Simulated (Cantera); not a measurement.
A closed system holds: 1 mol Si₃N₄, 0.094 mol N₂O, 2.8 mol N₂, held at 1000 Pa.

Cantera equilibrium calculation (NASA polynomials, part measured and part estimated; ideal gas, pure solids and liquids). Candidate condensed phases: Si, SiO₂, Si₂N₂O, Si₃N₄; 16 gas species. Mutual solubility and eutectic melting of coexisting phases are not modelled. Equilibrium is a limit: real reactors are often held back by kinetics, nucleation or transport.

Problem. Which condensed phases are stable at each of these points (T (K)): 1050, 1200, 1350, 1500, 1650, 1800, 1950?

Solution. 
| T (K) | condensed phases | Si condensed (%) |
|---|---|---|
| 1050 | Si₂N₂O(s) + Si₃N₄(s) | 100.0 |
| 1200 | Si₂N₂O(s) + Si₃N₄(s) | 100.0 |
| 1350 | Si₂N₂O(s) + Si₃N₄(s) | 100.0 |
| 1500 | Si₂N₂O(s) + Si₃N₄(s) | 100.0 |
| 1650 | Si₂N₂O(s) + Si₃N₄(s) | 99.9 |
| 1800 | Si₃N₄(s) | 96.8 |
| 1950 | Si(l) | 96.4 |

From 1050 K to 1650 K the condensed part is Si₂N₂O(s) + Si₃N₄(s). At 1800 K the condensed part is Si₃N₄(s). At 1950 K the condensed part is Si(l).
